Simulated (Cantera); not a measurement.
## Ignition delay

Mixture: 8.68 % CH₄, 1.56 % CO, 20.0 % O₂, 69.8 % N₂, at 5.00 bar, adiabatic and at constant pressure. Ignition delay is the time to a rise of 400 K.

Cantera simulation using GRI-Mech 3.0 (53 species, 325 reactions); the numbers are that mechanism's predictions, not measurements.

```json
[
 {"T0 (K)": "1200", "delay (ms)": "10.5"},
 {"T0 (K)": "1275", "delay (ms)": "3.95"},
 {"T0 (K)": "1350", "delay (ms)": "1.59"},
 {"T0 (K)": "1425", "delay (ms)": "0.686"},
 {"T0 (K)": "1500", "delay (ms)": "0.315"}
]
```

| Quantity | Value |
|---|---|
| apparent activation energy between 1350 and 1500 K | 180 kJ/mol |
